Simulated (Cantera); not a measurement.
What does this Cantera script print?

```python
import numpy as np
import cantera as ct

gas_names = [...]  # 136 gases of nasa_gas.yaml made of C, H, N, O
cond_names = """
    C(gr) C6H6(L) C7H8(L) C8H18(L),n-octa H2O(s) H2O(L)
""".split()


# ... load() reads the species with a 1 bar reference pressure and builds the phases ...
atoms = {
    'n-butane': {'C': 4, 'H': 10},
    'NH3': {'N': 1, 'H': 3},
    'H2O': {'H': 2, 'O': 1},
}
top_T = {'C(gr)': 4500}  # K; cautious upper limits of use, not melting points


# ... equilibrate(T, P, feed) seeds the gas with the atoms and calls Mixture.equilibrate('TP', solver="vcs", rtol=1e-11, max_steps=5000) ...
results = []
feed = {'n-butane': 1, 'NH3': 0.33, 'H2O': 0.85}  # mol
P = 10000  # Pa
for T in [1048, 1148, 1248, 1348, 1448, 1548, 1648, 1748, 1848, 1948, 2048, 2148]:
    mix = equilibrate(T, P, feed)
    results.append((T, P, feed, dict(zip(mix.species_names, mix.species_moles))))

top = {s: max(r[3][s] / sum(r[3][g] for g in gas_names) for r in results) for s in gas_names}
cols = sorted((s for s in top if top[s] > 1e-06), key=lambda s: -top[s])[:8]
seen = [c for c in cond_names if any(r[3].get(c, 0) > 1e-12 for r in results)]
print("log10 of partial pressures in bar; condensed amounts in mol")
print(f"{'T/K':>10s}" + "".join(f"{s[:9]:>10s}" for s in cols + seen))
for T, P, feed, n in results:
    ng = sum(n[g] for g in gas_names)
    print(f"{T:10.4g}" + "".join(f"{np.log10(max(n[s] / ng * P / 1e5, 1e-99)):10.3f}" for s in cols)
          + "".join(f"{n.get(c, 0):10.4g}" for c in seen))
```

Output:

```
log10 of partial pressures in bar; condensed amounts in mol
       T/K        H2        CO        N2         H       CH4       HCN       H2O C2H2,acet     C(gr)
      1048    -1.067    -1.944    -2.647    -8.646    -3.368    -6.823    -3.739    -9.472     3.134
      1148    -1.065    -1.939    -2.648    -7.678    -3.755    -6.246    -4.322    -8.496     3.141
      1248    -1.065    -1.938    -2.649    -6.863    -4.083    -5.763    -4.816    -7.679     3.145
      1348    -1.065    -1.937    -2.650    -6.168    -4.363    -5.352    -5.236    -6.985     3.147
      1448    -1.065    -1.937    -2.650    -5.568    -4.606    -4.998    -5.598    -6.388     3.148
      1548    -1.065    -1.937    -2.651    -5.044    -4.817    -4.691    -5.913    -5.869     3.147
      1648    -1.065    -1.937    -2.653    -4.583    -5.003    -4.423    -6.189    -5.414     3.146
      1748    -1.065    -1.938    -2.656    -4.174    -5.166    -4.186    -6.432    -5.012     3.143
      1848    -1.066    -1.938    -2.661    -3.808    -5.312    -3.976    -6.649    -4.655     3.138
      1948    -1.067    -1.938    -2.667    -3.480    -5.444    -3.789    -6.843    -4.335      3.13
      2048    -1.069    -1.939    -2.676    -3.184    -5.563    -3.624    -7.020    -4.048     3.118
      2148    -1.072    -1.940    -2.688    -2.916    -5.674    -3.476    -7.181    -3.790     3.099
```

Method: chemical equilibrium by Gibbs-energy minimisation in Cantera with the NASA 1993 tables (ideal gas, pure condensed phases).
